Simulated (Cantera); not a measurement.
Charge: 1 mol SiC, 0.48 mol C, 0.031 mol H₂, at 2698.15 K.

These are equilibrium values from Cantera (NASA tables, ideal gas, pure condensed phases), not measurements of a reactor. Candidate condensed phases: C, C₆H₆, C₇H₈, C₈H₁₈, Si, SiC; 87 gas species. Gases not in the tables: Si₂H₆ and higher silanes. Kinetics and transport are ignored.

log p: log10 of the partial pressure in bar; n: condensed amount in mol.

```tsv
P (Pa)	log p H₂	log p Si	log p SiC₂	log p C₃	log p H	log p C	log p Si₂C	log p C₂	log p C₂H₂ (acetylene)	n C(graphite)	n SiC(s)
1	-10.33	-5.27	-6.07	-5.73	-6.42	-5.90	-9.24	-6.53	-12.41	0	0
10	-8.08	-4.24	-4.60	-5.07	-5.29	-5.68	-6.96	-6.09	-9.71	0.513	0
100	___	___	___	-5.07	___	-5.68	___	-6.09	___	0.842	0
1000	-4.12	-2.24	-2.60	-5.07	-3.31	-5.68	-2.96	-6.09	-5.75	0.898	0
10000	___	-2.16	-2.52	-5.07	___	-5.68	-2.80	-6.09	___	0.481	0.995
100000	-0.04	-2.16	-2.52	-5.07	-1.27	-5.68	-2.80	-6.09	-1.67	0.479	1.000
1000000	0.98	-2.16	-2.52	-5.07	-0.76	-5.68	-2.80	-6.09	-0.65	0.479	1.000
```

Q: Complete the blanks.

A: 
- 10000, log p H₂: -1.15
- 10000, log p H: -1.82
- 10000, log p C₂H₂ (acetylene): -2.78
- 100, log p H₂: -6.00
- 100, log p Si: -3.20
- 100, log p SiC₂: -3.55
- 100, log p H: -4.25
- 100, log p Si₂C: -4.87
- 100, log p C₂H₂ (acetylene): -7.63
